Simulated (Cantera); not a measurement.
A closed system holds: 1 mol Cr, 2.8 mol NH3, 10 mol N2O, equilibrated at 1598 K and 9.50 Pa.

Equilibrium computed with Cantera from the NASA thermochemical tables; the gas is ideal and each condensed phase is pure. Candidate condensed phases: Cr, CrN, Cr2N, Cr2O3, H2O; 29 gas species. The numbers say what is thermodynamically allowed, not how fast it happens.

### Question
What is the equilibrium state?

### Answer
```json
{
  "x(N2)": "0.641",
  "x(H2O)": "0.235",
  "x(O2)": "0.120",
  "x(OH)": "0.00235",
  "x(NO)": "0.00131",
  "x(O)": "0.000503",
  "x(H2)": "0.000451",
  "x(H)": "0.000116",
  "x(CrO2)": "1.58e-5",
  "n(Cr2O3(s))": "0.500 mol",
  "gas_amount": "17.77 mol",
  "log10 activity of Cr(s) (absent)": "-8.04",
  "log10 activity of Cr2N(s) (absent)": "-17.78"
}
```
